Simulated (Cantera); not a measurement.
Input: 1 mol Si2H6, 0.45 mol CO2, equilibrated at 39.0 Pa.

Method: chemical equilibrium by Gibbs-energy minimisation in Cantera with the NASA 1993 tables (ideal gas, pure condensed phases). Candidate condensed phases: C, C6H6, C7H8, C8H18, H2O, Si, SiC, SiO2; 123 gas species. The feed counts by its element totals alone. Mutual solubility and eutectic melting of coexisting phases are not modelled. The tables hold silica as quartz up to 1696 K and as liquid above; real silica turns to tridymite and cristobalite and melts near 1996 K. Gases not in the tables: Si2H6 and higher silanes. Equilibrium is a limit: real reactors are often held back by kinetics, nucleation or transport.

### Question
Which condensed phases are stable at each of these points (T (K)): 1200, 1275, 1350, 1425, 1500, 1575, 1650, 1725, 1800, 1875, 1950, 2025?

### Answer
| T (K) | condensed phases | Si condensed (%) |
|---|---|---|
| 1200 | Si(s) + SiC(s) + SiO2(β-quartz) | 99.8 |
| 1275 | Si(s) + SiC(s) + SiO2(β-quartz) | 98.4 |
| 1350 | Si(s) + SiC(s) + SiO2(β-quartz) | 89.9 |
| 1425 | Si(s) + SiC(s) | 55.9 |
| 1500 | Si(s) + SiC(s) | 56.2 |
| 1575 | Si(s) + SiC(s) | 56.5 |
| 1650 | Si(s) + SiC(s) | 56.8 |
| 1725 | Si(l) + SiC(s) | 57.2 |
| 1800 | Si(l) + SiC(s) | 57.5 |
| 1875 | Si(l) + SiC(s) | 56.3 |
| 1950 | Si(l) + SiC(s) | 49.9 |
| 2025 | Si(l) + SiC(s) | 27.3 |

From 1200 K to 1350 K the condensed part is Si(s) + SiC(s) + SiO2(β-quartz). From 1425 K to 1650 K the condensed part is Si(s) + SiC(s). From 1725 K to 2025 K the condensed part is Si(l) + SiC(s).
